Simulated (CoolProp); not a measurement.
Sulfur hexafluoride at 445.89 K and 2.66 MPa flows at 13 m/s in a round tube of 6 mm bore and 0.25 µm roughness, fully developed (64/Re and Nu = 3.66 if laminar; Colebrook and Gnielinski if turbulent). Each further row changes one setting.

Computed with CoolProp (reference Helmholtz-energy equation of state, Guder 2009).

```csv
case,Reynolds number,Darcy friction factor,pressure drop (Pa/m),heat-transfer coefficient (W/(m² K)),mass flow (kg/h)
as stated,383000,0.0143,22700,2520,149
velocity 26 m/s,767000,0.0129,82100,4540,298
diameter 12 mm,767000,0.0126,9980,2200,596
```

Viscosity comes from a separate model (Quiñones-Cisneros 2012). Thermal conductivity comes from a separate model (Assael 2012).
